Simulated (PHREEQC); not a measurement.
A solution holds 130 mmol/kgw KHCO3 and 4.9 mmol/kgw NaOH, at 25 °C. Closed to the air; pH follows from the charge balance.

Equilibrium calculation in PHREEQC: ion-association model, phreeqc.dat.

Precipitation was switched off in this run.

Estimate the pH, density, ionic strength.

pH 8.61; density 1.006 g/cm³; ionic strength 0.140 mol/kgw.

In which forms is Na present?

Na+ 93 %, NaHCO3 3.7 %, NaCO3- 3.2 % of the Na.
